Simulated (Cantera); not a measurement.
Input: 1 mol Si(CH3)4, 0.33 mol HCl, 210 mol H2, at 1198 K and 0.00133 bar.

Method: chemical equilibrium by Gibbs-energy minimisation in Cantera with the NASA 1993 tables (ideal gas, pure condensed phases). Candidate condensed phases: C, C6H6, C7H8, C8H18, Si, SiC; 109 gas species. Kinetics and transport are ignored.

Base state: H2 0.998, HCl 0.00153, CH4 2.13e-5 (mole fractions); condensed: C(graphite) + SiC(s).

Question: What changes in the equilibrium state with this change: temperature from 1198 K to 2198 K?

Answer: 
| species | before | after |
|---|---|---|
| H2 | 0.998 | 0.851 |
| H | 5.20e-6 | 0.141 |
| Si | <1e-9 | 0.00379 |
| SiC2 | <1e-9 | 0.000362 |
| SiH | <1e-9 | 5.68e-5 |
| Si2C | <1e-9 | 2.90e-5 |
| Cl | 6.90e-9 | 0.000151 |
| C(graphite), mol | 3.00 | 2.80 |
| SiC(s), mol | 1.000 | 0 |
